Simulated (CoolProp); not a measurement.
Saturated liquid density (kg/m³) of ethanol: the reference equation beside estimates from Tc = 514.7 K, pc = 62.68 bar, ω = 0.644. Rackett uses Z = 0.29056 − 0.08775 ω.

Model: reference Helmholtz-energy equation of state, Schroeder 2014, in CoolProp.

```json
[
 {"T (K)": "270", "reference": "809.0", "Rackett": "932.8", "Redlich-Kwong": "646.6", "Soave-Redlich-Kwong": "687.6", "Peng-Robinson": "771.9"},
 {"T (K)": "282", "reference": "798.8", "Rackett": "917.3", "Redlich-Kwong": "636.5", "Soave-Redlich-Kwong": "679.8", "Peng-Robinson": "763.6"},
 {"T (K)": "293.9", "reference": "788.7", "Rackett": "901.7", "Redlich-Kwong": "626.0", "Soave-Redlich-Kwong": "671.5", "Peng-Robinson": "754.9"},
 {"T (K)": "305.9", "reference": "778.3", "Rackett": "885.5", "Redlich-Kwong": "615.0", "Soave-Redlich-Kwong": "662.6", "Peng-Robinson": "745.4"},
 {"T (K)": "317.8", "reference": "767.9", "Rackett": "869.2", "Redlich-Kwong": "603.6", "Soave-Redlich-Kwong": "653.2", "Peng-Robinson": "735.4"},
 {"T (K)": "329.8", "reference": "757.1", "Rackett": "852.3", "Redlich-Kwong": "591.6", "Soave-Redlich-Kwong": "643.1", "Peng-Robinson": "724.5"},
 {"T (K)": "341.8", "reference": "745.9", "Rackett": "834.9", "Redlich-Kwong": "579.0", "Soave-Redlich-Kwong": "632.2", "Peng-Robinson": "712.8"},
 {"T (K)": "353.7", "reference": "734.3", "Rackett": "817.2", "Redlich-Kwong": "565.9", "Soave-Redlich-Kwong": "620.6", "Peng-Robinson": "700.3"},
 {"T (K)": "365.7", "reference": "722.0", "Rackett": "798.8", "Redlich-Kwong": "552.0", "Soave-Redlich-Kwong": "608.0", "Peng-Robinson": "686.7"},
 {"T (K)": "377.7", "reference": "709.0", "Rackett": "779.7", "Redlich-Kwong": "537.4", "Soave-Redlich-Kwong": "594.4", "Peng-Robinson": "671.9"},
 {"T (K)": "389.6", "reference": "695.1", "Rackett": "760.1", "Redlich-Kwong": "522.2", "Soave-Redlich-Kwong": "579.8", "Peng-Robinson": "655.9"},
 {"T (K)": "401.6", "reference": "680.0", "Rackett": "739.4", "Redlich-Kwong": "505.9", "Soave-Redlich-Kwong": "563.8", "Peng-Robinson": "638.3"},
 {"T (K)": "413.5", "reference": "663.7", "Rackett": "718.0", "Redlich-Kwong": "488.8", "Soave-Redlich-Kwong": "546.5", "Peng-Robinson": "619.1"}
]
```

Absolute difference from the reference over all 13 rows, mean and median: Rackett 11.9 and 11.9 %, Redlich-Kwong 22.7 and 22.4 %, Soave-Redlich-Kwong 15.7 and 15.2 %, Peng-Robinson 4.9 and 4.6 %.
